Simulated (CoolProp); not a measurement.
Cyclopentane at several states: density (kg/m³) from the reference equation and from simpler models built on Tc = 238.6 °C, pc = 4.583 MPa, ω = 0.202; each cubic takes its own stable root.

Model: reference Helmholtz-energy equation of state, Gedanitz 2015, in CoolProp.

```
T (°C)  p (MPa)   phase  reference
------  -------  ------  ---------
-44.25     1.03  liquid      806.1
255.25   0.0118     gas     0.1885
83.75    0.0793     gas      1.912
64.65       8.4  liquid      710.2
22.85      18.6  liquid      758.7
```

Problem. How far does each simpler model (van der Waals, Redlich-Kwong, Soave-Redlich-Kwong, Peng-Robinson) lie from the reference over these 5 states: mean and median of the absolute difference, and the worst?

Solution. 
- van der Waals: mean 21.1 %, median 33.8 %, worst -36.7 % at -44.25 °C and 1.03 MPa
- Redlich-Kwong: mean 3.4 %, median 4.9 %, worst -5.8 % at -44.25 °C and 1.03 MPa
- Soave-Redlich-Kwong: mean 2.5 %, median 3.5 %, worst -4.9 % at -44.25 °C and 1.03 MPa
- Peng-Robinson: mean 4.8 %, median 6.8 %, worst +8.6 % at 64.65 °C and 8.4 MPa
